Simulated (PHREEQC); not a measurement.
PHREEQC input (ion-association model, phreeqc.dat):

```
SOLUTION 1
  temp 25
  units mol/kgw
  pH 7 charge
END
SELECTED_OUTPUT 1
  -reset false
  -pH true
  -pe true
  -ionic_strength true
  -water true
  -totals Ntg Oxg
  -molalities H+ OH-
USER_PUNCH 1
  -headings p_Ntg(g) phi_Ntg(g) p_Oxg(g) phi_Oxg(g) p_H2O(g) phi_H2O(g) density
  10 PUNCH PR_P("Ntg(g)"), PR_PHI("Ntg(g)"), PR_P("Oxg(g)"), PR_PHI("Oxg(g)"), PR_P("H2O(g)"), PR_PHI("H2O(g)"), RHO
PRINT
  -reset false
USE solution 1
REACTION_TEMPERATURE 1
  10
GAS_PHASE 1
  -fixed_pressure
  -pressure 1
  -temperature 10
  -volume 20
  Ntg(g) 0.52
  Oxg(g) 0.48
  H2O(g) 0
END
# ... the last block is repeated for the other 7 points of T (°C)
```

Selected output (columns that matter, 8 of 8 rows; T (°C) added in front):

```
T (°C)	pH	mu	Ntg	Oxg	m_H+	m_OH-	p_Ntg(g)	phi_Ntg(g)	p_Oxg(g)	phi_Oxg(g)	p_H2O(g)	phi_H2O(g)	density
10	7.2657	5.4251e-08	0.0004374	0.0008115	5.4251e-08	5.4251e-08	0.51381	0.99941	0.47382	0.99881	0.012366	0.99361	0.9997
20	7.0823	8.2765e-08	0.00036453	0.0006546	8.2765e-08	8.2765e-08	0.50803	0.99957	0.46858	0.99894	0.023388	0.99396	0.9982
30	6.9166	1.2121e-07	0.00031127	0.00054369	1.2121e-07	1.2121e-07	0.49819	0.99972	0.45956	0.99903	0.042244	0.99413	0.99564
40	6.7667	1.712e-07	0.00026998	0.00046043	1.712e-07	1.712e-07	0.48207	0.99991	0.44474	0.99911	0.073192	0.99411	0.99221
50	6.6309	2.341e-07	0.00023522	0.00039283	2.341e-07	2.341e-07	0.4566	1.0002	0.42127	0.99919	0.12213	0.99387	0.98803
60	6.5076	3.1093e-07	0.00020257	0.00033203	3.1093e-07	3.1093e-07	0.41768	1.0005	0.3854	0.99932	0.19692	0.99338	0.98319
70	6.3958	4.0228e-07	0.00016785	0.00027049	4.0228e-07	4.0228e-07	0.36002	1.0012	0.33222	0.99959	0.30776	0.9927	0.97776
80	6.2944	5.0819e-07	0.00012652	0.00020073	5.0819e-07	5.0819e-07	0.27698	1.0022	0.25561	1.0002	0.4674	0.99193	0.97179
```

Constants without temperature data keep their 25 °C values here.
